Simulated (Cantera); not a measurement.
Input: 1 mol PbS, 8.6 mol H2, at 1525 K and 10000 Pa.

Cantera equilibrium calculation (NASA polynomials, part measured and part estimated; ideal gas, pure solids and liquids). Candidate condensed phases: Pb, PbS, S; 10 gas species. Rates play no part.

Base state: H2 0.864, PbS 0.0711, Pb 0.0329, H2S 0.0300, S2 0.00116, SH 0.000565, H 6.95e-5 (mole fractions); condensed: gas only.

Problem. What changes in the equilibrium state with this change: H2 from 8.6 to 43 mol?

Solution. 
```
species    before     after
-------  --------  --------
H2          0.864     0.965
Pb         0.0329    0.0127
H2S        0.0300    0.0122
PbS        0.0711    0.0100
S2        0.00116  0.000154
SH       0.000565  0.000217
H         6.95e-5   7.35e-5
```
